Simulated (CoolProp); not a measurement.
Aqueous sodium chloride as a coolant, at 0 °C, 1 atm.

Model: Melinder's fits for secondary coolants, in CoolProp.

```csv
mass %,freezing point (°C),Prandtl number,viscosity (mPa s),conductivity (W/(m K)),density (kg/m³)
2.1,-1.3,13.3,1.82,0.560,1016
4.9,-3.0,13.3,1.89,0.558,1037
7.6,-4.8,13.4,1.98,0.557,1058
10.4,-6.9,13.8,2.09,0.555,1080
13.1,-9.1,14.4,2.22,0.554,1101
15.9,-11.8,15.1,2.39,0.551,1123
18.6,-14.8,16.1,2.58,0.549,1145
```
